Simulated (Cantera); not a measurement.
# Formation from one mole of S2

Cantera with NASA thermochemical tables; ideal gases at 1 bar, condensed phases pure. Values are per mole of reaction as written; species without (g) are pure solids or liquids, kept so even where they would boil at 1 bar.

2 Ca + S2(g) = 2 CaS

| T (K) | ΔH° (kJ) | ΔS° (J/K) | ΔG° (kJ) | log10 K |
|---|---|---|---|---|
| 598 | -1072.1 | -193.6 | -956.3 | 83.53 |
| 623 | -1071.9 | -193.3 | -951.5 | 79.77 |
| 648 | -1071.8 | -193.1 | -946.6 | 76.31 |
| 673 | -1071.7 | -192.9 | -941.8 | 73.10 |
| 698 | -1071.6 | -192.8 | -937.0 | 70.12 |

C + S2(g) = CS2(g)

```
T (K)  ΔH° (kJ)  ΔS° (J/K)  ΔG° (kJ)  log10 K
-----  --------  ---------  --------  -------
598       -10.4        6.4     -14.3     1.25
623       -10.4        6.5     -14.4     1.21
648       -10.3        6.6     -14.6     1.18
673       -10.3        6.6     -14.8     1.15
698       -10.3        6.7     -14.9     1.12
```

2 Ni + S2(g) = 2 NiS

```json
[
 {"T (K)": "598", "ΔH° (kJ)": "-301.4", "ΔS° (J/K)": "-175.6", "ΔG° (kJ)": "-196.4", "log10 K": "17.15"},
 {"T (K)": "623", "ΔH° (kJ)": "-301.4", "ΔS° (J/K)": "-175.6", "ΔG° (kJ)": "-192.0", "log10 K": "16.10"},
 {"T (K)": "648", "ΔH° (kJ)": "-301.4", "ΔS° (J/K)": "-175.6", "ΔG° (kJ)": "-187.6", "log10 K": "15.12"},
 {"T (K)": "673", "ΔH° (kJ)": "-288.4", "ΔS° (J/K)": "-155.7", "ΔG° (kJ)": "-183.6", "log10 K": "14.25"},
 {"T (K)": "698", "ΔH° (kJ)": "-288.2", "ΔS° (J/K)": "-155.4", "ΔG° (kJ)": "-179.7", "log10 K": "13.45"}
]
```

2 Pb + S2(g) = 2 PbS(g)

```tsv
T (K)	ΔH° (kJ)	ΔS° (J/K)	ΔG° (kJ)	log10 K	condensed phases
598	129.7	132.4	50.5	-4.41	Pb(s)
623	119.5	115.4	47.6	-3.99	Pb(l)
648	118.9	114.5	44.7	-3.61	Pb(l)
673	118.3	113.6	41.9	-3.25	Pb(l)
698	117.8	112.8	39.0	-2.92	Pb(l)
```
